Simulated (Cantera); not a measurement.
Input: 1 mol BN, 11 mol NF3, 51 mol H2, at 1075 °C and 0.100 bar.

Method: chemical equilibrium by Gibbs-energy minimisation in Cantera with the NASA 1993 tables (ideal gas, pure condensed phases). Candidate condensed phases: B, BN; 31 gas species. The numbers say what is thermodynamically allowed, not how fast it happens.

Base state: H2 0.493, HF 0.411, N2 0.0822, BF3 0.0137 (mole fractions); condensed: gas only.

Question: What changes in the equilibrium state with this change: H2 from 51 to 0.83 mol?

Answer: 
| species | before | after |
|---|---|---|
| F | <1e-9 | 0.726 |
| N2 | 0.0822 | 0.167 |
| HF | 0.411 | 0.0463 |
| H2 | 0.493 | <1e-9 |
| F2 | <1e-9 | 0.0321 |
| BF3 | 0.0137 | 0.0279 |
